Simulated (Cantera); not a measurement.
Charge: 1 mol SiO₂, 0.12 mol Al₂O₃, 0.14 mol H₂O, held at 4.50 bar.

These are equilibrium values from Cantera (NASA tables, ideal gas, pure condensed phases), not measurements of a reactor. Candidate condensed phases: Al, Al₂O₃, Al₂SiO₅, Al₆Si₂O₁₃, H₂O, Si, SiO₂; 28 gas species. Mutual solubility and eutectic melting of coexisting phases are not modelled. The tables hold silica as quartz up to 1696 K and as liquid above; real silica turns to tridymite and cristobalite and melts near 1996 K. Condensed phases not in the tables: alloys, solid solutions and most ternary compounds. Gases not in the tables: Si(OH)₄. Kinetics and transport are ignored.

Task: At 1750 K, list the 4 most abundant gas species with their mole fractions, and the condensed phases.

Result: H₂O 0.999, H₂ 0.000829, O₂ 0.000359, OH 0.000223. Condensed: Al₆Si₂O₁₃(mullite) + SiO₂(condensed).
